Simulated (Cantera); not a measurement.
An isothermal, constant-pressure homogeneous reactor starts with H₂ : O₂ : N₂ = 1.2 : 1 : 1.3 (molar parts), equivalence ratio 0.60, at 1048 K and 100.0 Torr.

Cantera simulation using the H2/O2 subset of GRI-Mech 3.0, which has no nitrogen chemistry; the numbers are that mechanism's predictions, not measurements. Radical loss at walls, strong at low pressure, is not modelled. The temperature is held fixed by assumption; the heat of reaction is taken as removed at once.

One state of this run: x H₂ = 1.54e-9; x O₂ = 0.138; x OH = 1.18e-6; x H₂O₂ = 5.29e-10; x O = 1.23e-9. x: mole fraction; the columns are a selection and need not sum to one.

**Question.** Which value of t (s) does it belong to?
(A) 0.000798
(B) 0.00564
(C) 14.1
(D) 0.751

**Answer.** C, 14.1
